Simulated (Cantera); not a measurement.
A closed system holds: 1 mol Si2Cl6, 1.9 mol NH3, 0.16 mol H2.

Method: chemical equilibrium by Gibbs-energy minimisation in Cantera with the NASA 1993 tables (ideal gas, pure condensed phases). Candidate condensed phases: NH4Cl, Si, Si3N4; 28 gas species. The feed counts by its element totals alone. The tables' values for SiCl3 are old estimates. The numbers say what is thermodynamically allowed, not how fast it happens.

Problem. What condenses at these points (T in K, P in Pa): (1548, 8400); (1348, 100000); (1048, 17); (2048, 100000); (1548, 5)?

Solution. 
```json
[
 {"T (K)": "1548", "P in Pa": "8400", "condensed phases": "Si3N4", "Si condensed (%)": "33.5"},
 {"T (K)": "1348", "P in Pa": "100000", "condensed phases": "Si3N4", "Si condensed (%)": "50.8"},
 {"T (K)": "1048", "P in Pa": "17", "condensed phases": "Si3N4", "Si condensed (%)": "60.2"},
 {"T (K)": "2048", "P in Pa": "100000", "condensed phases": "gas only", "Si condensed (%)": "0.0"},
 {"T (K)": "1548", "P in Pa": "5", "condensed phases": "gas only", "Si condensed (%)": "0.0"}
]
```
